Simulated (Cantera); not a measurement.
A closed system holds: 1 mol C2H6, 0.0095 mol O2, 0.046 mol H2O, held at 2748 K and 20.0 bar.

Cantera equilibrium calculation (NASA polynomials, part measured and part estimated; ideal gas, pure solids and liquids). Candidate condensed phases: C, C6H6, C7H8, C8H18, H2O; 110 gas species. Kinetics and transport are ignored.

Base state: H2 0.935, C2H2 (acetylene) 0.0261, CO 0.0208, H 0.0147, CH4 0.00183, CH3 0.000487, C4H2 0.000304, C2H4 0.000160 (mole fractions); condensed: C(graphite).

Problem. What changes in the equilibrium state with this change: C2H6 replaced by C2H5OH?

Solution. 
```json
[
 {"species": "H2", "before": "0.935", "after": "0.708"},
 {"species": "CO", "before": "0.0208", "after": "0.258"},
 {"species": "C2H2 (acetylene)", "before": "0.0261", "after": "0.0198"},
 {"species": "H", "before": "0.0147", "after": "0.0128"},
 {"species": "H2O", "before": "5.43e-6", "after": "5.09e-5"},
 {"species": "C2H4", "before": "0.000160", "after": "9.17e-5"},
 {"species": "C3H4 (propyne)", "before": "1.42e-5", "after": "8.16e-6"},
 {"species": "CH4", "before": "0.00183", "after": "0.00105"},
 {"species": "CH3", "before": "0.000487", "after": "0.000321"},
 {"species": "C(graphite), mol", "before": "1.76", "after": "0.760"}
]
```

Problem. What changes in the equilibrium state with this change: H2O from 0.046 to 3.2 mol?

Solution. 
```csv
species,before,after
H2,0.935,0.606
CO,0.0208,0.234
H2O,5.43e-6,0.139
C2H2 (acetylene),0.0261,1.38e-9
H,0.0147,0.0118
CO2,1.76e-8,0.00787
C4H2,0.000304,<1e-9
C2H4,0.000160,<1e-9
C2H,4.74e-5,<1e-9
C2H2 (vinylidene),4.36e-5,<1e-9
"C(graphite), mol",1.76,0
```

Problem. What changes in the equilibrium state with this change: pressure from 20.0 bar to 1.33 mbar?

Solution. 
```csv
species,before,after
H,0.0147,0.785
H2,0.935,0.178
C3,8.22e-7,0.0123
C2H2 (acetylene),0.0261,0.00498
CO,0.0208,0.0123
CH4,0.00183,4.44e-9
C2H4,0.000160,<1e-9
C2,7.95e-8,0.00119
C,1.85e-7,0.00277
C5,6.54e-9,9.81e-5
"C(graphite), mol",1.76,1.63
```
